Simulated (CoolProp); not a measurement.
n-butane at several states: density (kg/m³) from the reference equation and from simpler models built on Tc = 425.1 K, pc = 3.796 MPa, ω = 0.201; each cubic takes its own stable root.

Computed with CoolProp (reference Helmholtz-energy equation of state, Bücker 2006).

```
T (K)  p (MPa)          phase  reference
-----  -------  -------------  ---------
407.4     6.74         liquid      436.0
496.6     5.35  supercritical      112.2
360.6    0.698            gas      15.37
453.1    0.464            gas      7.409
```

Problem. How far does each simpler model (van der Waals, Redlich-Kwong) lie from the reference over these 4 states: mean and median of the absolute difference, and the worst?

Solution. 
- van der Waals: mean 10.9 %, median 6.1 %, worst -31.3 % at 407.4 K and 6.74 MPa
- Redlich-Kwong: mean 4.3 %, median 2.2 %, worst -12.6 % at 407.4 K and 6.74 MPa
